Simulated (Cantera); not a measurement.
## Dilute partial oxidation

A perfectly stirred reactor is fed with CH₂O : O₂ : N₂ = 0.014 : 0.0086 : 1 (molar parts), at 86000 Pa; it is held at 1225 K, and followed from long to short residence time.

Model: GRI-Mech 3.0 (53 species, 325 reactions), integrated in Cantera.

```
τ (s)     x CH₂O      x O₂      x NO   x C₂H     x H₂O      x CO
-------  -------  --------  --------  ------  --------  --------
2.4      3.10e-7   1.18e-5   1.18e-7  <1e-12   0.00905   0.00596
0.85     5.49e-7   2.11e-5   1.73e-7  <1e-12   0.00910   0.00603
0.30     1.01e-6   3.92e-5   2.40e-7  <1e-12   0.00918   0.00616
0.11     1.88e-6   7.50e-5   3.16e-7  <1e-12   0.00932   0.00638
0.037    3.98e-6  0.000166   4.02e-7  <1e-12   0.00955   0.00680
0.013    9.17e-6  0.000399   4.33e-7  <1e-12   0.00980   0.00755
0.0046   2.57e-5   0.00107   2.94e-7  <1e-12   0.00980   0.00892
0.0016   0.00508   0.00638  2.18e-12  <1e-12   0.00332   0.00833
0.00057  0.00896   0.00717    <1e-12  <1e-12   0.00170   0.00463
0.00020   0.0131   0.00821    <1e-12  <1e-12  0.000146  0.000563
```
x: mole fraction; the columns are a selection and need not sum to one.
